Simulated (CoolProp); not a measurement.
A simple Rankine cycle with R245fa: condensing at 300.15 K, boiler at 2.37 MPa, turbine inlet 405.7 K, turbine efficiency 0.65, pump efficiency 0.6, no recuperator. Each further row changes one setting.

Values from CoolProp's reference Helmholtz-energy equation of state, Akasaka 2015.

```csv
case,thermal efficiency (%),net work (kJ/kg),heat in (kJ/kg),turbine exit temperature (K),volume ratio over the turbine
as stated,(withheld),29.7,254,336.8,19.2
turbine inlet 425.7 K,11.9,33.8,285,(withheld),17.1
condensing temperature 292.15 K,(withheld),33.3,264,332.1,25.8
boiler pressure 1.66 MPa,(withheld),29.3,272,355.4,11.4
turbine efficiency 0.55,9.7,(withheld),254,342.0,19.6
```

Task: What belongs in the gaps?

Result: 
- as stated, thermal efficiency (%): 11.7
- turbine inlet 425.7 K, turbine exit temperature (K): 364.3
- condensing temperature 292.15 K, thermal efficiency (%): 12.6
- boiler pressure 1.66 MPa, thermal efficiency (%): 10.8
- turbine efficiency 0.55, net work (kJ/kg): 24.7
